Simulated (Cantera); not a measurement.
## Si + HCl + H2 (chlorosilane synthesis and conversion)

Charge: 1 mol Si, 1.2 mol HCl, 2.7 mol H2, equilibrated at 1550 K and 188 Torr.

Cantera equilibrium calculation (NASA polynomials, part measured and part estimated; ideal gas, pure solids and liquids). Candidate condensed phases: Si; 19 gas species. The tables' values for SiCl3 are old estimates; treat these amounts as uncertain. The numbers say what is thermodynamically allowed, not how fast it happens.

| Quantity | Value |
|---|---|
| x(H2) | 0.790 |
| x(HCl) | 0.127 |
| x(SiCl2) | 0.0681 |
| x(SiCl3) | 0.00889 |
| x(SiCl4) | 0.00323 |
| x(SiHCl3) | 0.00247 |
| x(SiH2Cl2) | 0.000308 |
| x(H) | 5.60e-5 |
| x(SiH3Cl) | 1.14e-5 |
| n(Si(s)) | 0.680 mol |
| gas amount | 3.860 mol |
